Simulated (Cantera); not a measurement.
Feed: 1 mol NiS, 1500 mol H2, equilibrated at 110000 Pa.

These are equilibrium values from Cantera (NASA tables, ideal gas, pure condensed phases), not measurements of a reactor. Candidate condensed phases: Ni, NiS, NiS2, Ni3S2, Ni3S4, S; 9 gas species. Kinetics and transport are ignored.

Q: Which condensed phases are stable at each of these points (T (K)): 698, 773, 848, 923, 998, 1073, 1148, 1223, 1298, 1373?

A: 
```csv
T (K),condensed phases,Ni condensed (%)
698,Ni3S2(s),100.0
773,Ni(s) + Ni3S2(s),100.0
848,Ni(s),100.0
923,Ni(s),100.0
998,Ni(s),100.0
1073,Ni(s),100.0
1148,Ni(s),100.0
1223,Ni(s),100.0
1298,Ni(s),100.0
1373,Ni(s),100.0
```

At 698 K the condensed part is Ni3S2(s). At 773 K the condensed part is Ni(s) + Ni3S2(s). From 848 K to 1373 K the condensed part is Ni(s).
